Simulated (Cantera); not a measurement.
Charge: 1 mol Si3N4, 0.11 mol H2O, 1.9 mol H2, at 1748 K and 1.00 Torr.

Cantera equilibrium calculation (NASA polynomials, part measured and part estimated; ideal gas, pure solids and liquids). Candidate condensed phases: H2O, Si, SiO2, Si2N2O, Si3N4; 35 gas species. The tables' values for SiN are old estimates; treat these amounts as uncertain. Kinetics and transport are ignored.

Base state: H2 0.484, N2 0.484, SiO 0.0266, H 0.00435, Si 0.00109, SiH 3.69e-5, Si2N 2.45e-5, SiN 1.44e-5 (mole fractions); condensed: Si(l).

Q: What changes in the equilibrium state with this change: pressure from 1.00 Torr to 120 Torr?

A: 
| species | before | after |
|---|---|---|
| H2 | 0.484 | 0.976 |
| N2 | 0.484 | 0.0230 |
| SiO | 0.0266 | 0.000880 |
| Si | 0.00109 | 9.10e-6 |
| Si2N | 2.45e-5 | 4.88e-7 |
| SiN | 1.44e-5 | 2.86e-7 |
| Si(l), mol | 2.88 | 0.0149 |
| Si2N2O(s), mol | 0 | 0.108 |
| Si3N4(s), mol | 0 | 0.922 |
Mutual solubility and eutectic melting of coexisting phases are not modelled. Gases not in the tables: Si2H6 and higher silanes.
